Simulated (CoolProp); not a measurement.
Vapour-liquid equilibrium of propane (1) + n-pentane (2) at 0.118 MPa; x and y are mole fractions of (1).

Computed with CoolProp (multi-fluid Helmholtz-energy mixture model, Lemmon 2009 and Thol 2019; pair parameters Kunz 2012).

### Question
Give the bubble temperature and the first vapour's composition at x = 0.05, 0.15, 0.65. Is there an azeotrope?

### Answer
x = 0.05: 298.3 K, y = 0.432; x = 0.15: 277.7 K, y = 0.772; x = 0.65: 243.9 K, y = 0.980. No azeotrope shows between x = 0.05 and 0.95.

Pair parameters are fitted to limited data, so mixtures are less certain than the pure fluids.
